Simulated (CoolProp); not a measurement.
Vapour pressure (MPa) of tetradecamethylhexasiloxane (MD4M): the reference equation beside estimates from Tc = 653.2 K, pc = 0.8286 MPa, ω = 0.800. Clausius-Clapeyron is anchored at 384.1 K with a constant enthalpy of vaporisation of 66.89 kJ/mol.

Computed with CoolProp (reference Helmholtz-energy equation of state, Thol 2019).

```csv
T (K),reference,Lee-Kesler,Clausius-Clapeyron,van der Waals,Redlich-Kwong,Soave-Redlich-Kwong,Peng-Robinson
335.4,2.292e-5,3.290e-5,2.732e-5,0.02751,0.002685,3.113e-5,4.151e-5
351.6,7.660e-5,9.956e-5,8.249e-5,0.03733,0.004918,9.547e-5,0.0001213
367.9,0.0002232,0.0002685,0.0002273,0.04947,0.008454,0.0002604,0.0003175
384.1,0.0005718,0.0006480,0.0005718,0.06401,0.01369,0.0006345,0.0007470
400.4,0.001325,0.001436,0.001341,0.08135,0.02117,0.001417,0.001619
416.6,0.002791,0.002925,0.002930,0.1015,0.03133,0.002906,0.003235
432.9,0.005459,0.005586,0.006062,0.1249,0.04486,0.005580,0.006077
449.1,0.009938,0.01000,0.01185,0.1515,0.06214,0.01004,0.01073
465.3,0.01707,0.01698,0.02211,0.1815,0.08382,0.01713,0.01803
481.6,0.02795,0.02761,0.03970,0.2153,0.1106,0.02797,0.02904
497.8,0.04367,0.04297,0.06837,0.2528,0.1428,0.04370,0.04488
514.1,0.06584,0.06466,0.1141,0.2944,0.1812,0.06601,0.06719
530.3,0.09579,0.09404,0.1841,0.3399,0.2260,0.09636,0.09736
```

Absolute difference from the reference over all 13 rows, mean and median: Lee-Kesler 10.0 and 2.3 %, Clausius-Clapeyron 27.6 and 19.2 %, van der Waals 16740.1 and 2188.0 %, Redlich-Kwong 2223.8 and 721.8 %, Soave-Redlich-Kwong 8.0 and 2.2 %, Peng-Robinson 22.0 and 11.3 %.
